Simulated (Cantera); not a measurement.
Mixture: H₂ : O₂ : N₂ = 1 : 0.417 : 1.57 (molar parts), equivalence ratio 1.2, at 0.987 atm, adiabatic and at constant pressure. Ignition delay is the time to a rise of 400 K.

Detailed kinetics in Cantera: the H2/O2 subset of GRI-Mech 3.0, which has no nitrogen chemistry. Where the delays flatten at high temperature, the 400 K rule measures the pace of heat release, not the induction time.

Q: Predict: delay at 1073 K; delay at 1148 K; delay at 1223 K; delay at 1298 K; delay at 1373 K; delay at 1448 K; delay at 1523 K.

A: 
```json
{
 "delay at 1073 K": "0.116 ms",
 "delay at 1148 K": "64.8 µs",
 "delay at 1223 K": "42.5 µs",
 "delay at 1298 K": "30.7 µs",
 "delay at 1373 K": "23.9 µs",
 "delay at 1448 K": "19.8 µs",
 "delay at 1523 K": "17.4 µs"
}
```
